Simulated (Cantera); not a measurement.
Iron carbonyl, mercury and lead vapours: Hg + H2

Input: 1 mol Hg, 2.2 mol H2, equilibrated at 923 K and 1.00 bar.

Equilibrium computed with Cantera from the NASA thermochemical tables; the gas is ideal and each condensed phase is pure. Candidate condensed phases: Hg; 3 gas species. Kinetics and transport are ignored.

```json
{
 "x(H2)": "0.688",
 "x(Hg)": "0.312",
 "gas_amount": "3.200 mol",
 "log10 activity of Hg(l) (absent)": "-2.04"
}
```
